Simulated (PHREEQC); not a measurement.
Make-up at 50 °C: 0.26 mol FeCl3, 0.00034 mol H3AsO4, 0.00033 mol NaF and 0.00029 mol Na2SO4 per kg of water. Closed to the air; pH follows from the charge balance.

All values are PHREEQC results (ion-association model, wateq4f.dat), not measurements.

Question: The ionic strength comes out as 0.833 mol/kgw. What activity coefficients do Fe2(OH)2+4, Na+, Cl-, Fe3(OH)4+5, HSO4- get?

Answer: Fe2(OH)2+4 0.011, Na+ 0.70, Cl- 0.60, Fe3(OH)4+5 0.00092, HSO4- 0.62.

This is a speciation only: nothing precipitates in the calculation. The solution is supersaturated, for example in Hematite (slow to form), Goethite (slow to form), so a real one may precipitate; this is no full list. Caution: at this ionic strength the ion-association model is outside its range; a Pitzer model would be the better tool where its parameters exist. Species that the database lacks are ignored. The database's scorodite may be far more soluble than the real mineral, and it has no iron arsenate complexes; the constant wasn't checked at its source. At this temperature some constants are extrapolated from 25 °C, and those without enthalpy data are left unchanged. Fluoro complexes past AlF4- and FeF3 are missing from the database.
